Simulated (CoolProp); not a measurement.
The numbers come from the reference Helmholtz-energy equation of state, Thol 2015 in CoolProp.

Question: For octamethylcyclotetrasiloxane (D4), give the phase and the density (kg/m³), cp (kJ/(kg K)), speed of sound (m/s), expansivity (1/kK) at 149.55 °C and 1.22 MPa; 149.55 °C and 2.76 MPa.

Answer: 
- 149.55 °C and 1.22 MPa: liquid; density 806, cp 1.93, speed of sound 551, expansivity 1.58
- 149.55 °C and 2.76 MPa: liquid; density 811, cp 1.92, speed of sound 572, expansivity 1.51
